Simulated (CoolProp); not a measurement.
Values from CoolProp's reference Helmholtz-energy equation of state, Lemmon 2006. It is a short technical equation, of lower accuracy than the large ones.

For acetone, give the phase and the speed of sound (m/s), fugacity coefficient at -39.05 °C and 0.101 MPa; -23.15 °C and 0.101 MPa; 8.65 °C and 0.101 MPa.


- -39.05 °C and 0.101 MPa: liquid; speed of sound 1470, fugacity coefficient 0.00769
- -23.15 °C and 0.101 MPa: liquid; speed of sound 1390, fugacity coefficient 0.0235
- 8.65 °C and 0.101 MPa: liquid; speed of sound 1240, fugacity coefficient 0.141
